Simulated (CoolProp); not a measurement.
Saturation properties of 1,2-dichloroethane.

Values from CoolProp's reference Helmholtz-energy equation of state, Thol 2015.

```json
[
 {"T (°C)": "130.85", "p (kPa)": "…", "vapour density (kg/m³)": "11.69", "enthalpy of vaporisation (kJ/kg)": "295.4", "liquid cp (kJ/(kg K))": "…"},
 {"T (°C)": "139.15", "p (kPa)": "444.2", "vapour density (kg/m³)": "14.04", "enthalpy of vaporisation (kJ/kg)": "…", "liquid cp (kJ/(kg K))": "1.453"},
 {"T (°C)": "147.55", "p (kPa)": "534.4", "vapour density (kg/m³)": "16.78", "enthalpy of vaporisation (kJ/kg)": "283.7", "liquid cp (kJ/(kg K))": "1.469"},
 {"T (°C)": "155.85", "p (kPa)": "636.5", "vapour density (kg/m³)": "…", "enthalpy of vaporisation (kJ/kg)": "…", "liquid cp (kJ/(kg K))": "1.486"},
 {"T (°C)": "164.25", "p (kPa)": "754.1", "vapour density (kg/m³)": "23.50", "enthalpy of vaporisation (kJ/kg)": "271.1", "liquid cp (kJ/(kg K))": "1.504"},
 {"T (°C)": "172.55", "p (kPa)": "885.7", "vapour density (kg/m³)": "27.57", "enthalpy of vaporisation (kJ/kg)": "264.4", "liquid cp (kJ/(kg K))": "1.523"},
 {"T (°C)": "180.95", "p (kPa)": "…", "vapour density (kg/m³)": "32.27", "enthalpy of vaporisation (kJ/kg)": "257.3", "liquid cp (kJ/(kg K))": "…"},
 {"T (°C)": "189.25", "p (kPa)": "1202", "vapour density (kg/m³)": "37.58", "enthalpy of vaporisation (kJ/kg)": "249.8", "liquid cp (kJ/(kg K))": "…"}
]
```

**Question.** What belongs in the gaps?

**Answer.** 
- 130.85, p (kPa): 366.9
- 130.85, liquid cp (kJ/(kg K)): 1.438
- 139.15, enthalpy of vaporisation (kJ/kg): 289.7
- 155.85, vapour density (kg/m³): 19.89
- 155.85, enthalpy of vaporisation (kJ/kg): 277.6
- 180.95, p (kPa): 1036
- 180.95, liquid cp (kJ/(kg K)): 1.545
- 189.25, liquid cp (kJ/(kg K)): 1.569

It boils at 83.5 °C under 1 atm.
